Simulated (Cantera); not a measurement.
Premixed flame

A freely propagating, adiabatic, planar premixed flame of 6.93 % CH4, 19.6 % O2, 73.5 % N2, unburnt at 325 K and 713 Torr; mixture-averaged transport, grid criteria slope 0.08 and curve 0.16, no radiation.

Model: GRI-Mech 3.0 (53 species, 325 reactions), integrated in Cantera. Burning velocities carry a grid error of a few per cent, more on coarse grids.

| z (mm) | T (K) | u (m/s) | x CH4 | x O2 | x H2 | x H | x CO2 | x NO2 |
|---|---|---|---|---|---|---|---|---|
| -1.92 | 325 | 0.245 | 0.0693 | 0.195 | 0.000310 | <1e-8 | 3.55e-7 | <1e-8 |
| -1.28 | 329 | 0.247 | 0.0691 | 0.195 | 0.000935 | <1e-8 | 1.19e-5 | <1e-8 |
| -0.962 | 341 | 0.257 | 0.0683 | 0.194 | 0.00166 | <1e-8 | 7.25e-5 | <1e-8 |
| -0.641 | 420 | 0.318 | 0.0639 | 0.189 | 0.00304 | <1e-8 | 0.000776 | 6.49e-8 |
| -0.321 | 815 | 0.621 | 0.0430 | 0.157 | 0.00501 | 9.06e-6 | 0.00775 | 1.38e-7 |
| -0.160 | 1174 | 0.899 | 0.0231 | 0.123 | 0.00591 | 0.000146 | 0.0178 | 3.23e-8 |
| 0 | 1513 | 1.16 | 0.00475 | 0.0862 | 0.00550 | 0.000936 | 0.0330 | <1e-8 |
| 0.160 | 1649 | 1.26 | 0.000218 | 0.0683 | 0.00344 | 0.00165 | 0.0472 | <1e-8 |
| 0.321 | 1704 | 1.30 | 5.51e-6 | 0.0631 | 0.00258 | 0.00160 | 0.0557 | <1e-8 |
| 0.641 | 1767 | 1.34 | <1e-8 | 0.0597 | 0.00193 | 0.00103 | 0.0625 | <1e-8 |
| 1.28 | 1822 | 1.38 | <1e-8 | 0.0579 | 0.00108 | 0.000394 | 0.0660 | <1e-8 |
| 2.57 | 1856 | 1.40 | <1e-8 | 0.0572 | 0.000427 | 9.38e-5 | 0.0677 | <1e-8 |
| 5.13 | 1870 | 1.41 | <1e-8 | 0.0571 | 0.000147 | 1.89e-5 | 0.0684 | <1e-8 |
x: mole fraction of selected species; z is measured from the peak of heat release.

```yaml
laminar_burning_velocity: 24.4 cm/s
thermal_thickness: 0.641 mm
peak x(H2): 0.00604
peak x(H): 0.00169
grid_points: 135
```
